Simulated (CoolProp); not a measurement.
Model: reference Helmholtz-energy equation of state, Wagner 2002, in CoolProp.

### Question
For water, give the phase and the cp (kJ/(kg K)), viscosity (µPa s) at 653.5 K and 0.736 MPa; 653.5 K and 1.19 MPa.

### Answer
- 653.5 K and 0.736 MPa: gas; cp 2.11, viscosity 23.6
- 653.5 K and 1.19 MPa: gas; cp 2.14, viscosity 23.6

Viscosity comes from a separate model (Huber 2009).
